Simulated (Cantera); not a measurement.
Feed: 1 mol Zr, 0.11 mol N2O, 20 mol N2, at 1700 K and 101000 Pa.

Equilibrium computed with Cantera from the NASA thermochemical tables; the gas is ideal and each condensed phase is pure. Candidate condensed phases: Zr, ZrN, ZrO2; 13 gas species. Mutual solubility and eutectic melting of coexisting phases are not modelled. ZrN: taken at fixed stoichiometry. Condensed phases not in the tables: solid solutions among these carbides, nitrides and lower oxides. Kinetics and transport are ignored.

Task: What is the equilibrium state?

Result: 
```json
{
 "x(N2)": "1.00",
 "n(ZrN(s))": "0.945 mol",
 "n(ZrO2(tetragonal))": "0.0550 mol",
 "gas_amount": "19.64 mol",
 "log10 activity of Zr(β) (absent)": "-6.41"
}
```
